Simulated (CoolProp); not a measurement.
Isopentane at several states: density (kg/m³) from the reference equation and from simpler models built on Tc = 187.2 °C, pc = 3378 kPa, ω = 0.227; each cubic takes its own stable root.

Model: reference Helmholtz-energy equation of state, Lemmon 2006, in CoolProp. It is a short technical equation, of lower accuracy than the large ones.

```tsv
T (°C)	p (kPa)	phase	reference
217.45	6240	supercritical	325.0
57.85	13.4	gas	0.3527
-78.45	18200	liquid	722.6
201.95	384	gas	7.275
-24.35	73	liquid	662.8
```

How far does each simpler model (Redlich-Kwong, Soave-Redlich-Kwong, Peng-Robinson) lie from the reference over these 5 states: mean and median of the absolute difference, and the worst?


- Redlich-Kwong: mean 5.8 %, median 8.8 %, worst -11.1 % at 217.45 °C and 6240 kPa
- Soave-Redlich-Kwong: mean 6.2 %, median 7.0 %, worst -15.8 % at 217.45 °C and 6240 kPa
- Peng-Robinson: mean 3.3 %, median 2.9 %, worst -8.5 % at 217.45 °C and 6240 kPa
